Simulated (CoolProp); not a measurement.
Saturation properties of cyclopropane (Tc = 398.7 K, pc = 5605 kPa, ω = 0.131).

Computed with CoolProp (reference Helmholtz-energy equation of state, Polt 1992). This equation is an older, rougher fit; its heat capacities, sound speeds and derivatives of the liquid may be far off and weren't checked against measurements.

```tsv
T (K)	p (kPa)	liquid density (kg/m³)	vapour density (kg/m³)	surface tension (mN/m)
310.5	997.1	599.3	19.38	9.34
312.6	1050	595.8	20.41	9.05
314.7	1105	592.3	21.48	8.76
316.8	1162	588.7	22.59	8.47
318.9	1221	[?]	23.76	8.18
321.1	1285	581.2	25.03	7.89
323.2	1349	577.5	26.31	7.61
325.3	1415	[?]	[?]	7.33
327.4	1483	569.9	29.02	7.05
329.6	1557	565.9	[?]	6.77
331.7	1630	[?]	32.04	6.50
333.8	1706	558.0	33.62	6.23
335.9	1784	[?]	35.27	[?]
338	1865	549.8	36.99	5.70
```

### Question
What belongs in the gaps?

### Answer

- 318.9, liquid density (kg/m³): 585.1
- 325.3, liquid density (kg/m³): 573.8
- 325.3, vapour density (kg/m³): 27.63
- 329.6, vapour density (kg/m³): 30.53
- 331.7, liquid density (kg/m³): 562.0
- 335.9, liquid density (kg/m³): 553.9
- 335.9, surface tension (mN/m): 5.96

Surface tension comes from a separate correlation (Mulero 2014).
